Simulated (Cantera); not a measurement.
Input (Python, Cantera):

```python
import numpy as np
import cantera as ct

gas = ct.Solution("h2o2.yaml")
gas.TPX = 450, 170000, {'H2': 1, 'O2': 0.521, 'N2': 1.96}
flame = ct.FreeFlame(gas, width=0.028)
flame.set_refine_criteria(ratio=3, slope=0.08, curve=0.16)
flame.transport_model = "mixture-averaged"
flame.solve(loglevel=0, auto=True)
z, T = flame.grid, flame.T
thick = (T[-1] - T[0]) / np.gradient(T, z).max()
show = ['H2', 'O2', 'O', 'OH', 'H', 'H2O2']
print(f"laminar burning velocity  {flame.velocity[0] * 100:.3f} cm/s")
print(f"burnt temperature         {T[-1]:.1f} K")
print(f"thermal thickness         {thick * 1e3:.4f} mm")
print(f"grid points               {len(z)}")
z0 = z[flame.heat_release_rate.argmax()]
print(f"{'z/mm':>9s}{'T/K':>9s}{'u/(m/s)':>9s}" + "".join(f"{s:>11s}" for s in show))
rows = []
for k in (-3, -2, -1.5, -1, -0.5, -0.25, 0, 0.25, 0.5, 1, 2, 4, 8):
    zz = z0 + k * thick
    rows.append([k * thick, np.interp(zz, z, T), np.interp(zz, z, flame.velocity),
                 *(np.interp(zz, z, flame.X[gas.species_index(s)]) for s in show)])
    print(f"{rows[-1][0] * 1e3:9.3f}{rows[-1][1]:9.1f}{rows[-1][2]:9.3f}" + "".join(f"{x:11.3e}" for x in rows[-1][3:]))
```

It prints:

```
laminar burning velocity  426.770 cm/s
burnt temperature         2446.2 K
thermal thickness         0.2070 mm
grid points               107
     z/mm      T/K  u/(m/s)         H2         O2          O         OH          H       H2O2
   -0.621    450.0    4.268  2.873e-01  1.497e-01  2.833e-13  3.110e-15  9.486e-16  7.345e-14
   -0.414    450.0    4.268  2.873e-01  1.497e-01  2.330e-11  2.559e-13  7.907e-14  9.063e-12
   -0.311    450.0    4.267  2.872e-01  1.497e-01  2.886e-10  3.205e-12  9.934e-13  1.477e-10
   -0.207    450.1    4.267  2.869e-01  1.498e-01  7.408e-09  1.326e-10  4.861e-11  6.349e-09
   -0.104    467.3    4.384  2.785e-01  1.512e-01  2.224e-06  1.020e-05  7.014e-06  6.784e-06
   -0.052    721.1    6.537  2.382e-01  1.473e-01  1.944e-04  1.002e-03  2.478e-03  7.039e-05
    0.000   1203.7   10.538  1.500e-01  1.129e-01  3.527e-03  2.971e-03  2.086e-02  1.616e-05
    0.052   1544.2   13.354  7.194e-02  5.970e-02  9.068e-03  8.739e-03  3.797e-02  4.599e-06
    0.104   1719.8   14.781  4.556e-02  3.700e-02  1.059e-02  1.300e-02  3.816e-02  2.544e-06
    0.207   1894.2   16.132  3.796e-02  2.813e-02  9.313e-03  1.585e-02  2.896e-02  1.316e-06
    0.414   2058.8   17.349  3.363e-02  2.367e-02  6.792e-03  1.663e-02  1.882e-02  7.445e-07
    0.828   2202.4   18.370  2.756e-02  1.964e-02  4.426e-03  1.576e-02  1.100e-02  4.928e-07
    1.656   2314.4   19.142  2.092e-02  1.624e-02  2.677e-03  1.375e-02  5.943e-03  3.695e-07
```

Detailed kinetics in Cantera: the H2/O2 subset of GRI-Mech 3.0, which has no nitrogen chemistry. Burning velocities carry a grid error of a few per cent, more on coarse grids.
